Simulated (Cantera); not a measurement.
A closed system holds: 1 mol Si, 0.6 mol Cl2, 0.077 mol O2, at 450 °C and 1 atm.

Cantera equilibrium calculation (NASA polynomials, part measured and part estimated; ideal gas, pure solids and liquids). Candidate condensed phases: Si, SiO2; 15 gas species. The tables' values for SiCl3 are old estimates; treat these amounts as uncertain. Equilibrium is a limit: real reactors are often held back by kinetics, nucleation or transport.

Base state: SiCl4 1.000, SiCl3 4.55e-5 (mole fractions); condensed: Si(s) + SiO2(α-quartz).

Problem. What changes in the equilibrium state with this change: 0.00042 mol NH3 added?

Solution. 
```csv
species,before,after
SiCl4,1.000,0.996
SiHCl3,0,0.00395
H2,0,0.000116
SiCl3,4.55e-5,4.54e-5
"Si(s), mol",0.623,0.622
"SiO2(α-quartz), mol",0.0770,0.0769
"Si2N2O(s), mol",0,0.000210
```
Further candidate phases: H2O, NH4Cl, Si2N2O, Si3N4.
